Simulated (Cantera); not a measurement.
Charge: 1 mol MgO, 1.8 mol Cl2, 0.13 mol O2, equilibrated at 21.0 Pa.

Method: chemical equilibrium by Gibbs-energy minimisation in Cantera with the NASA 1993 tables (ideal gas, pure condensed phases). Candidate condensed phases: Mg, MgCl2, MgO; 11 gas species. Rates play no part.

Q: At 600 °C, list the 4 most abundant gas species with their mole fractions, and the condensed phases.

A: Cl2 0.929, O2 0.0674, Cl 0.00295, MgCl2 0.000379. Condensed: MgO(s).
